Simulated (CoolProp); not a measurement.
Sulfur hexafluoride at several states: density (kg/m³) from the reference equation and from simpler models built on Tc = 318.7 K, pc = 37.55 bar, ω = 0.210; each cubic takes its own stable root.

Values from CoolProp's reference Helmholtz-energy equation of state, Guder 2009.

| T (K) | p (bar) | phase | reference | van der Waals | Soave-Redlich-Kwong |
|---|---|---|---|---|---|
| 605.6 | 59.2 | supercritical | 175.2 | 185.2 | 172.9 |
| 439.6 | 17.2 | gas | 72.24 | 73.27 | 72.07 |
| 609.3 | 30 | gas | 87.60 | 89.95 | 86.99 |
| 482.6 | 88 | supercritical | 368.3 | 412.5 | 358.2 |
